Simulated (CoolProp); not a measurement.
n-butane at 272.06 K and 0.034 MPa is compressed adiabatically to 0.214 MPa with isentropic efficiency 0.75. Each further row changes one setting.

Computed with CoolProp (reference Helmholtz-energy equation of state, Bücker 2006).

| case | work (kJ/kg) | final temperature (K) | final density (kg/m³) |
|---|---|---|---|
| as stated | 101 | 333.9 | 4.69 |
| efficiency 1 | 75.6 | 320.5 | 4.92 |
| efficiency 0.65 | [?] | [?] | [?] |

**Question.** Fill in the missing entries.

**Answer.** 
- efficiency 0.65, work (kJ/kg): 116
- efficiency 0.65, final temperature (K): 341.9
- efficiency 0.65, final density (kg/m³): 4.56
